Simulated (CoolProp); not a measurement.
A simple Rankine cycle with water: condensing at 333.15 K, boiler at 1.49 MPa, turbine inlet 473.2 K, turbine efficiency 0.65, pump efficiency 0.8, no recuperator. Each further row changes one setting.

Values from CoolProp's reference Helmholtz-energy equation of state, Wagner 2002.

| case | thermal efficiency (%) | net work (kJ/kg) | heat in (kJ/kg) | turbine exit temperature (K) | volume ratio over the turbine |
|---|---|---|---|---|---|
| as stated | 17.1 | 434 | 2540 | 333.1 | 51.4 |
| turbine inlet 493.2 K | 17.1 | 445 | 2600 | 333.1 | 49.4 |
| condensing temperature 325.15 K | 18.0 | 464 | 2580 | 325.2 | 73.0 |
| boiler pressure 1.04 MPa | 15.8 | 407 | 2570 | 333.1 | 35.7 |
| turbine efficiency 0.55 | 14.4 | 367 | 2540 | 333.1 | 53.0 |

The expansion ends wet for: as stated; turbine inlet 493.2 K; condensing temperature 325.15 K; boiler pressure 1.04 MPa; turbine efficiency 0.55.
